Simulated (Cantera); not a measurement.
An adiabatic, constant-pressure homogeneous reactor starts with CO : H2 : CH4 : O2 : N2 = 1 : 0.34 : 0.086 : 0.561 : 2.11 (molar parts), at 1148 K and 5.00 bar. Integrator tolerance rtol = 1e-08.

Model: GRI-Mech 3.0 (53 species, 325 reactions), integrated in Cantera.

**Question.** What does this change do: initial temperature 1148 to 1600 K?

**Answer.** 
```tsv
quantity	before	after
time of steepest temperature rise	0.124 ms	5.19 µs
temperature at 4.00 s	2781 K	2966 K
equilibrium temperature	2781 K	2966 K
x(CO) at 4.00 s	0.147 (gas-phase equilibrium 0.147)	0.163 (gas-phase equilibrium 0.163)
x(H2) at 4.00 s	0.0170 (gas-phase equilibrium 0.0170)	0.0189 (gas-phase equilibrium 0.0189)
x(CH4) at 4.00 s	<1e-12 (gas-phase equilibrium <1e-12)	<1e-12 (gas-phase equilibrium <1e-12)
x(CO2) at 4.00 s	0.142 (gas-phase equilibrium 0.142)	0.121 (gas-phase equilibrium 0.121)
x(O2) at 4.00 s	0.00368 (gas-phase equilibrium 0.00368)	0.00954 (gas-phase equilibrium 0.00954)
x(C2H2) at 4.00 s	<1e-12 (gas-phase equilibrium <1e-12)	<1e-12 (gas-phase equilibrium <1e-12)
x(C2H4) at 4.00 s	<1e-12 (gas-phase equilibrium <1e-12)	<1e-12 (gas-phase equilibrium <1e-12)
```

**Question.** What does this change do: pressure from 5.00 bar to 1.00 bar?

**Answer.** 
| quantity | before | after |
|---|---|---|
| time of steepest temperature rise | 0.124 ms | 0.206 ms |
| temperature at 4.00 s | 2781 K | 2686 K |
| equilibrium temperature | 2781 K | 2686 K |
| x(CO) at 4.00 s | 0.147 (gas-phase equilibrium 0.147) | 0.153 (gas-phase equilibrium 0.153) |
| x(H2) at 4.00 s | 0.0170 (gas-phase equilibrium 0.0170) | 0.0183 (gas-phase equilibrium 0.0183) |
| x(CH4) at 4.00 s | <1e-12 (gas-phase equilibrium <1e-12) | <1e-12 (gas-phase equilibrium <1e-12) |
| x(CO2) at 4.00 s | 0.142 (gas-phase equilibrium 0.142) | 0.134 (gas-phase equilibrium 0.134) |
| x(O2) at 4.00 s | 0.00368 (gas-phase equilibrium 0.00368) | 0.00662 (gas-phase equilibrium 0.00662) |
| x(C2H2) at 4.00 s | <1e-12 (gas-phase equilibrium <1e-12) | <1e-12 (gas-phase equilibrium <1e-12) |
| x(C2H4) at 4.00 s | <1e-12 (gas-phase equilibrium <1e-12) | <1e-12 (gas-phase equilibrium <1e-12) |

**Question.** What does this change do: CO 1 to 2.1 parts?

**Answer.** 
| quantity | before | after |
|---|---|---|
| time of steepest temperature rise | 0.124 ms | 0.136 ms |
| temperature at 4.00 s | 2781 K | 2578 K |
| equilibrium temperature | 2781 K | 2578 K |
| x(CO) at 4.00 s | 0.147 (gas-phase equilibrium 0.147) | 0.317 (gas-phase equilibrium 0.317) |
| x(H2) at 4.00 s | 0.0170 (gas-phase equilibrium 0.0170) | 0.0278 (gas-phase equilibrium 0.0278) |
| x(CH4) at 4.00 s | <1e-12 (gas-phase equilibrium <1e-12) | 5.30e-12 (gas-phase equilibrium 5.87e-12) |
| x(CO2) at 4.00 s | 0.142 (gas-phase equilibrium 0.142) | 0.136 (gas-phase equilibrium 0.136) |
| x(O2) at 4.00 s | 0.00368 (gas-phase equilibrium 0.00368) | 0.000113 (gas-phase equilibrium 0.000113) |
| x(C2H2) at 4.00 s | <1e-12 (gas-phase equilibrium <1e-12) | <1e-12 (gas-phase equilibrium <1e-12) |
| x(C2H4) at 4.00 s | <1e-12 (gas-phase equilibrium <1e-12) | <1e-12 (gas-phase equilibrium <1e-12) |
